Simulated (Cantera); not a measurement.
A perfectly stirred reactor is fed with 8.76 % CH₄, 18.2 % O₂, 73.0 % N₂, at 5.00 bar; it is adiabatic with a 698 K inlet, and is followed from long to short residence time, starting on the burning branch (τ in s: 0.35, 0.12, 0.043, 0.015, 0.0052, 0.0018, 0.00064, 0.00022, 7.8e-05, 2.7e-05, 9.5e-06, 3.3e-06).

Cantera simulation using GRI-Mech 3.0 (53 species, 325 reactions); the numbers are that mechanism's predictions, not measurements.

x: mole fraction; the columns are a selection and need not sum to one.

```tsv
τ (s)	T (K)	x CH₄	x O₂	x C₂H₂	x C₂H₆	x HO₂	x C₂H₄	x HCN
0.35	2400	1.75e-7	0.00932	2.26e-12	<1e-12	2.05e-6	<1e-12	4.46e-8
0.12	2400	5.03e-7	0.00947	1.57e-11	<1e-12	2.09e-6	5.39e-12	1.19e-7
0.043	2399	1.37e-6	0.00978	1.07e-10	<1e-12	2.17e-6	3.95e-11	2.73e-7
0.015	2397	3.72e-6	0.0104	7.23e-10	4.75e-12	2.33e-6	2.85e-10	5.35e-7
0.0052	2389	9.75e-6	0.0113	___	3.21e-11	2.66e-6	1.83e-9	8.73e-7
0.0018	2368	2.38e-5	0.0127	___	1.88e-10	3.36e-6	9.51e-9	1.28e-6
0.00064	2330	5.32e-5	0.0148	___	8.95e-10	4.85e-6	3.70e-8	1.75e-6
0.00022	2271	0.000119	0.0180	___	4.14e-9	8.11e-6	1.29e-7	2.37e-6
7.8e-5	2193	0.000275	0.0222	___	2.02e-8	1.45e-5	4.53e-7	3.21e-6
2.7e-5	2088	0.000777	0.0292	___	1.64e-7	2.88e-5	2.41e-6	4.79e-6
9.5e-6	698	0.0876	0.182	<1e-12	<1e-12	<1e-12	<1e-12	<1e-12
3.3e-6	698	0.0876	0.182	<1e-12	<1e-12	<1e-12	<1e-12	<1e-12
```

What belongs in the gaps?


- 0.0052, x C₂H₂: 4.31e-9
- 0.0018, x C₂H₂: 1.98e-8
- 0.00064, x C₂H₂: 6.54e-8
- 0.00022, x C₂H₂: 1.87e-7
- 7.8e-5, x C₂H₂: 5.43e-7
- 2.7e-5, x C₂H₂: 2.35e-6
